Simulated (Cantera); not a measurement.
What does this Cantera script print?

```python
import numpy as np
import cantera as ct

gas_names = """
    N2O NbO2 N2
""".split()
cond_names = """
    Nb2O5(s) Nb2O5(L)
""".split()


def load(file, names, dense=False):
    # The tables refer to 1 bar. Condensed volumes are neglected.
    table = {s.name: s for s in ct.Species.list_from_file(file)}
    out = []
    for n in names:
        d = dict(table[n].input_data)
        d["thermo"] = dict(d["thermo"], **{"reference-pressure": 1e5})
        if dense:
            d["equation-of-state"] = {"model": "constant-volume", "density": "1e6 g/cm^3"}
        out.append(ct.Species.from_dict(d))
    return out


species = {s.name: s for s in load("nasa_gas.yaml", gas_names) + load("nasa_condensed.yaml", cond_names)}
# Each term lists the table entries of one substance; the one whose range holds T is used.
reactions = {
    'N2O(g) + 2 NbO2(g) = Nb2O5 + N2(g)':
        [(-1, ['N2O']), (-2, ['NbO2']), (1, ['Nb2O5(s)', 'Nb2O5(L)']), (1, ['N2'])],
}


def pick(names, T):
    return next(species[n] for n in names if species[n].thermo.min_temp <= T <= species[n].thermo.max_temp)


results = []
for label, terms in reactions.items():
    print(label)
    print("     T/K   dH/kJ  dS/(J/K)   dG/kJ   log10 K")
    for T in [300, 1875, 1925, 1975, 2025, 2075]:
        used = [(nu, pick(names, T)) for nu, names in terms]
        dH = sum(nu * s.thermo.h(T) for nu, s in used) / 1e6
        dS = sum(nu * s.thermo.s(T) for nu, s in used) / 1e3
        dG = dH - T * dS / 1e3
        logK = -dG * 1e6 / (ct.gas_constant * T * np.log(10))
        results.append((label, T, dH, dS, dG, logK, [s.name for _, s in used]))
        print(f"{T:8g} {dH:8.1f} {dS:8.1f} {dG:8.1f} {logK:8.2f}")
```

Result:

```
N2O(g) + 2 NbO2(g) = Nb2O5 + N2(g)
     T/K   dH/kJ  dS/(J/K)   dG/kJ   log10 K
     300  -1581.1   -436.6  -1450.1   252.48
    1875  -1406.8   -302.7   -839.3    23.38
    1925  -1401.7   -300.0   -824.2    22.36
    1975  -1396.6   -297.4   -809.3    21.40
    2025  -1391.5   -294.9   -794.5    20.49
    2075  -1386.5   -292.4   -779.8    19.63
```

Cantera with NASA thermochemical tables; ideal gases at 1 bar, condensed phases pure. Condensed species are held in their standard states even where they would react or evaporate.
